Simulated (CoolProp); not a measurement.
The numbers come from the reference Helmholtz-energy equation of state, de Reuck 1990 in CoolProp.

Task: For fluorine, give the phase and the density (kg/m³), expansivity (1/kK), fugacity coefficient at 114.7 K and 6.15 MPa; 114.7 K and 18.5 MPa.

Result: 
- 114.7 K and 6.15 MPa: liquid; density 1290, expansivity 6.80, fugacity coefficient 0.193
- 114.7 K and 18.5 MPa: liquid; density 1350, expansivity 5.16, fugacity coefficient 0.0929
